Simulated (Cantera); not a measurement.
Source: NASA polynomial tables (part measured, part estimated), evaluated in Cantera. Values are per mole of reaction as written; species without (g) are pure solids or liquids, kept so even where they would boil at 1 bar.

Problem. Between 798 and 1148 K, where is each reaction favourable under standard conditions?
- 6 K2SO4 + S2(g) ⇌ 12 K + 8 SO3(g)

Solution. 
- 6 K2SO4 + S2(g) ⇌ 12 K + 8 SO3(g): ΔG° is 4087 kJ at 798 K and 3596 kJ at 1148 K; it stays positive (K < 1). ΔH° is 5145 kJ and ΔS° 1349 J/K at 1148 K.
